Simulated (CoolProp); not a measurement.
Vapour-liquid equilibrium of fluoroethane (R161) (1) + R1234yf (2) at 0.00129 MPa; x and y are mole fractions of (1).

Computed with CoolProp (multi-fluid Helmholtz-energy mixture model, Wu 2012 and Lemmon 2022; pair parameters Bell 2016).

Task: Give the bubble temperature and the first vapour's composition at x = 0.65, 0.725, 0.95. Is there an azeotrope?

Result: x = 0.65: 171.5 K, y = 0.750; x = 0.725: 171.2 K, y = 0.801; x = 0.95: 170.6 K, y = 0.960. No azeotrope shows between x = 0.05 and 0.95.

The pair parameters rest on a limited set of measurements; away from them the model extrapolates.
